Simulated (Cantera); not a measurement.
A Cantera script and its output.

```python
import numpy as np
import cantera as ct

gas = ct.Solution("gri30.yaml")
gas.TPX = 1975, 1300, {'CH4': 1, 'H2': 6}
reactor = ct.IdealGasConstPressureReactor(gas, energy="off", clone=False)
net = ct.ReactorNet([reactor])
net.rtol, net.atol = 1e-08, 1e-18
show = ['CH4', 'H2', 'C2H6', 'H', 'C2H2']
times = np.geomspace(0.0002, 200, 13)

steps = ct.SolutionArray(gas, extra=["t"])
rows = []
print(f"{'t/s':>10s}{'T/K':>9s}{'P/Pa':>11s}" + "".join(f"{s:>11s}" for s in show))
for t in times:
    while net.time < t:
        t_next = net.step()
        steps.append(gas.state, t=t_next)
    rows.append([np.interp(t, steps.t, y) for y in (steps.T, steps.P, *steps(*show).X.T)])
    print(f"{t:10.3e}{rows[-1][0]:9.1f}{rows[-1][1]:11.4g}" + "".join(f"{x:11.3e}" for x in rows[-1][2:]))
rate = np.gradient(steps.T, steps.t)
print("integrator steps:", len(steps.t))
if steps.T.max() > steps.T[0] + 200:
    print(f"time of steepest temperature rise: {steps.t[rate.argmax()]:.4e} s")
gas.TPX = 1975, 1300, {'CH4': 1, 'H2': 6}
gas.equilibrate("TP")
print(f"equilibrium (TP): T = {gas.T:.1f} K  " + "  ".join(f"{s} {gas[s].X[0]:.3e}" for s in show))
```

It prints:

```
       t/s      T/K       P/Pa        CH4         H2       C2H6          H       C2H2
 2.000e-04   1975.0       1300  1.424e-01  8.570e-01  9.791e-08  1.345e-04  9.886e-09
 6.325e-04   1975.0       1300  1.414e-01  8.569e-01  1.551e-06  4.154e-04  1.437e-06
 2.000e-03   1975.0       1300  1.368e-01  8.570e-01  1.413e-05  1.331e-03  1.996e-04
 6.325e-03   1975.0       1300  1.061e-01  8.698e-01  3.838e-05  3.531e-03  1.015e-02
 2.000e-02   1975.0       1300  4.594e-02  9.046e-01  1.005e-05  4.672e-03  3.957e-02
 6.325e-02   1975.0       1300  1.198e-02  9.240e-01  9.134e-07  6.069e-03  5.627e-02
 2.000e-01   1975.0       1300  1.938e-03  9.278e-01  3.451e-08  8.647e-03  6.119e-02
 6.325e-01   1975.0       1300  2.919e-04  9.265e-01  9.992e-10  1.110e-02  6.197e-02
 2.000e+00   1975.0       1300  7.633e-05  9.262e-01  7.797e-11  1.162e-02  6.207e-02
 6.325e+00   1975.0       1300  5.144e-05  9.262e-01  3.938e-11  1.163e-02  6.209e-02
 2.000e+01   1975.0       1300  5.110e-05  9.262e-01  3.896e-11  1.163e-02  6.209e-02
 6.325e+01   1975.0       1300  5.110e-05  9.262e-01  3.896e-11  1.163e-02  6.209e-02
 2.000e+02   1975.0       1300  5.110e-05  9.262e-01  3.896e-11  1.163e-02  6.209e-02
integrator steps: 1373
equilibrium (TP): T = 1975.0 K  CH4 5.117e-05  H2 9.262e-01  C2H6 3.905e-11  H 1.163e-02  C2H2 6.209e-02
```

Detailed kinetics in Cantera: GRI-Mech 3.0 (53 species, 325 reactions). GRI-Mech 3.0 stops at C3 and has no aromatics, soot or wall deposition, so with more carbon than oxygen in the feed, carbon stays in small species such as C2H2 where larger ones or solid carbon would form. Radical loss at walls, strong at low pressure, is not modelled.
